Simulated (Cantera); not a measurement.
A closed system holds: 1 mol CaCl2, 0.11 mol O2, 1.7 mol N2, equilibrated at 1775 °C and 0.610 Pa.

Equilibrium computed with Cantera from the NASA thermochemical tables; the gas is ideal and each condensed phase is pure. Candidate condensed phases: Ca, CaCl2, CaO; 17 gas species. Condensed phases not in the tables: oxide chlorides. Rates play no part.

Base state: N2 0.483, Cl 0.183, CaCl2 0.168, Ca 0.0642, CaCl 0.0510, O 0.0392, O2 0.0102, NO 0.00150 (mole fractions); condensed: CaO(s).

Q: What changes in the equilibrium state with this change: temperature from 1775 °C to 1150 °C?

A: 
```csv
species,before,after
N2,0.483,0.593
CaCl2,0.168,0.311
Cl,0.183,0.0756
Ca,0.0642,<1e-9
CaCl,0.0510,8.35e-7
O,0.0392,7.58e-5
O2,0.0102,0.0193
CaO,0.000383,<1e-9
Cl2,2.61e-7,3.04e-5
"CaO(s), mol",0.00434,0.108
```
